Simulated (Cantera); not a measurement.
A closed system holds: 1 mol SiHCl3, 4.6 mol N2, equilibrated at 1750 °C and 1.00 Torr.

Equilibrium computed with Cantera from the NASA thermochemical tables; the gas is ideal and each condensed phase is pure. Candidate condensed phases: NH4Cl, Si, Si3N4; 28 gas species. The tables' values for SiCl, SiCl3, SiN are old estimates; treat these amounts as uncertain. The numbers say what is thermodynamically allowed, not how fast it happens.

Base state: N2 0.679, SiCl2 0.141, HCl 0.115, Cl 0.0388, H2 0.0132, H 0.00597, Si 0.00256, SiCl 0.00250 (mole fractions); condensed: gas only.

Task: What changes in the equilibrium state with this change: temperature from 1750 °C to 825 °C?

Result: 
```
species         before     after
-------------  -------  --------
N2               0.679     0.745
HCl              0.115     0.149
SiCl4          9.52e-6    0.0916
SiCl2            0.141  0.000340
Cl              0.0388   8.15e-7
H2              0.0132    0.0123
Si             0.00256     <1e-9
SiCl           0.00250     <1e-9
H              0.00597   7.52e-8
Si3N4(s), mol        0     0.154
```
N2 is the only nitrogen source here; it is nearly inert below about 1500 K, so the nitride shown seldom forms there in practice. The tables' values for SiCl3 are old estimates; treat these amounts as uncertain.

Task: What changes in the equilibrium state with this change: temperature from 1750 °C to 877 °C?

Result: 
```csv
species,before,after
N2,0.679,0.744
HCl,0.115,0.150
SiCl4,9.52e-6,0.0893
SiCl2,0.141,0.00135
Cl,0.0388,2.50e-6
H2,0.0132,0.0117
Si,0.00256,<1e-9
SiCl,0.00250,<1e-9
H,0.00597,2.21e-7
"Si3N4(s), mol",0,0.152
```
N2 is the only nitrogen source here; it is nearly inert below about 1500 K, so the nitride shown seldom forms there in practice. The tables' values for SiCl3 are old estimates; treat these amounts as uncertain.
